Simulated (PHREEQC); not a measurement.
Make-up at 77 °C: 180 mmol/kgw HF, 0.23 mmol/kgw CuSO4 and 180 mmol/kgw KCl. Closed to the air; pH follows from the charge balance.

Equilibrium calculation in PHREEQC: ion-association model, wateq4f.dat.

```csv
quantity,before,after
pH,2.08,2.10
ionic strength (mol/kgw),0.191,0.0278
HF (mol/kgw),0.149,0.151
H2F2 (mol/kgw),0.00784,0.00780
F- (mol/kgw),0.00648,0.00557
HF2- (mol/kgw),0.00436,0.00367
```

Q: What was changed between the two runs?
A) temperature from 77 to 10 °C
B) CuSO4 replaced by CdSO4 at the same molality
C) KCl from 0.18 to 0.018 mol/kgw

A: C, KCl from 0.18 to 0.018 mol/kgw

No solid was allowed to form. wateq4f.dat counts part of the HF as a dimer, H2F2, which phreeqc.dat doesn't know; its constant is uncertain. At this temperature some constants are extrapolated from 25 °C, and those without enthalpy data are left unchanged.
